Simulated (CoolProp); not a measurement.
Computed with CoolProp (reference Helmholtz-energy equation of state, Rui 2013).

### Question
For R236EA, give the phase and the cv (kJ/(kg K)), expansivity (1/kK), Prandtl number at 349.2 K and 8.07 bar.

### Answer
- 349.2 K and 8.07 bar: gas; cv 0.919, expansivity 5.74, Prandtl number 0.717

Viscosity comes from a separate model (Huber 2003), an estimate that may be off by 10 % or more. Thermal conductivity comes from a separate model (Huber 2003), an estimate that may be off by 10 % or more.
